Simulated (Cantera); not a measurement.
A Cantera script and what it prints.

```python
import numpy as np
import cantera as ct

gas_names = """
    SiBr4 Si Br2
""".split()
cond_names = """

""".split()


# ... load() reads the species with a 1 bar reference pressure and builds the phases ...
species = {s.name: s for s in load("nasa_gas.yaml", gas_names) + load("nasa_condensed.yaml", cond_names)}
# Each term lists the table entries of one substance; the one whose range holds T is used.
reactions = {
    'SiBr4(g) = Si(g) + 2 Br2(g)':
        [(-1, ['SiBr4']), (1, ['Si']), (2, ['Br2'])],
}


def pick(names, T):
    return next(species[n] for n in names if species[n].thermo.min_temp <= T <= species[n].thermo.max_temp)


results = []
for label, terms in reactions.items():
    print(label)
    print("     T/K   dH/kJ  dS/(J/K)   dG/kJ   log10 K")
    for T in [300, 1000, 1025, 1050, 1075, 1100, 1125, 1150]:
        used = [(nu, pick(names, T)) for nu, names in terms]
        dH = sum(nu * s.thermo.h(T) for nu, s in used) / 1e6
        dS = sum(nu * s.thermo.s(T) for nu, s in used) / 1e3
        dG = dH - T * dS / 1e3
        logK = -dG * 1e6 / (ct.gas_constant * T * np.log(10))
        results.append((label, T, dH, dS, dG, logK, [s.name for _, s in used]))
        print(f"{T:8g} {dH:8.1f} {dS:8.1f} {dG:8.1f} {logK:8.2f}")
```

Result:

```
SiBr4(g) = Si(g) + 2 Br2(g)
     T/K   dH/kJ  dS/(J/K)   dG/kJ   log10 K
     300    927.3    279.5    843.4  -146.85
    1000    921.3    270.0    651.3   -34.02
    1025    921.0    269.7    644.5   -32.85
    1050    920.7    269.5    637.8   -31.73
    1075    920.5    269.2    631.1   -30.66
    1100    920.2    269.0    624.3   -29.65
    1125    920.0    268.8    617.6   -28.68
    1150    919.7    268.5    610.9   -27.75
```

Standard-state values (1 bar) from the NASA 1993 polynomials, evaluated with Cantera. Condensed species are held in their standard states even where they would react or evaporate.
